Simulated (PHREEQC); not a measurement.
## Leach liquor: an equilibrium model

A solution holds 10 mmol/kgw HCl and 16 mmol/kgw Al2(SO4)3, at 25 °C. Closed to the air; pH follows from the charge balance.

Model: ion-association model, phreeqc.dat, run in PHREEQC.

No solid was allowed to form.

### Question
Predict the pH, ionic strength.

### Answer
pH 2.27; ionic strength 0.0733 mol/kgw.

### Question
In which forms is Al present?

### Answer
AlSO4+ 71 %, Al+3 16 %, Al(SO4)2- 13 % of the Al.

Species that the database lacks are ignored.
